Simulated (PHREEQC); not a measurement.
A solution holds 0.0063 mol/kgw HF, at 64 °C. Closed to the air; pH follows from the charge balance.

Equilibrium calculation in PHREEQC: ion-association model, phreeqc.dat.

```
quantity                   before     after
------------------------  -------  --------
pH                           2.90      2.59
ionic strength (mol/kgw)  0.00132   0.00270
HF (mol/kgw)              0.00496   0.00554
F- (mol/kgw)              0.00129  0.000726
HF2- (mol/kgw)            2.81e-5   1.77e-5
```

What was changed between the two runs?
(A) HF from 0.0063 to 0.00567 mol/kgw
(B) HF from 0.0063 to 0.0315 mol/kgw
(C) HF from 0.0063 to 0.0126 mol/kgw
(D) diluted 2-fold with water
(E) 0.003 mol/kgw H3PO4 added

E, 0.003 mol/kgw H3PO4 added

This is a speciation only: nothing precipitates in the calculation. Away from 25 °C the constants follow the database's enthalpies or fits; those with neither stay at their 25 °C values.
